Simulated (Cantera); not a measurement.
Charge: 1 mol Si2H6, 0.0083 mol Cl2, 5.8 mol H2, equilibrated at 10.0 Torr.

Equilibrium computed with Cantera from the NASA thermochemical tables; the gas is ideal and each condensed phase is pure. Candidate condensed phases: Si; 19 gas species. The feed counts by its element totals alone. Rates play no part.

Question: At 1400 K, list the 4 most abundant gas species with their mole fractions, and the condensed phases.

Answer: H2 0.998, HCl 0.00186, H 4.21e-5, SiCl2 1.03e-5. Condensed: Si(s).
